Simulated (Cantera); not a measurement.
Feed: 1 mol V2O5, 530 mol H2, 1.1 mol N2, held at 1898 K and 2500 Pa.

Cantera equilibrium calculation (NASA polynomials, part measured and part estimated; ideal gas, pure solids and liquids). Candidate condensed phases: H2O, V, VN, VO, V2O3, V2O4, V2O5; 28 gas species. VO: taken at fixed stoichiometry. Rates play no part.

What is the equilibrium state?

x(H2): 0.987
x(H2O): 0.00561
x(H): 0.00491
x(N2): 0.00207
x(VO2): 2.72e-5
x(VO): 1.46e-5
x(OH): 2.28e-6
n(VO(s)): 1.98 mol
gas amount: 532.4 mol
log10 activity of V(s) (absent): -1.45
log10 activity of V2O5(l) (absent): -10.58
